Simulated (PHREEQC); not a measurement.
0.05 mol of CaSeO3 (CaSeO3) is brought to equilibrium with 1 kg of water holding 1 mmol/kgw NaCl, at 25 °C, the pH being set by adding NaOH or HCl. No oxygen is let in. The system is closed to CO2. The run lets CaSeO3, Portlandite precipitate or redissolve, and no other solid.

Model: ion-association model, wateq4f.dat, run in PHREEQC.

### Question
Predict dissolved Ca (mol/kgw), dissolved Se (mol/kgw) at pH = 6.12, 9.25, 11.12, 12.38, 13.

### Answer
| pH | dissolved Ca (mol/kgw) | dissolved Se (mol/kgw) |
|---|---|---|
| 6.12 | 0.0476 | 0.0476 |
| 9.25 | 0.00257 | 0.00257 |
| 11.12 | 0.00250 | 0.00250 |
| 12.38 | 0.00367 | 0.00367 |
| 13 | 0.00331 | 0.0124 |

Species that the database lacks are ignored.
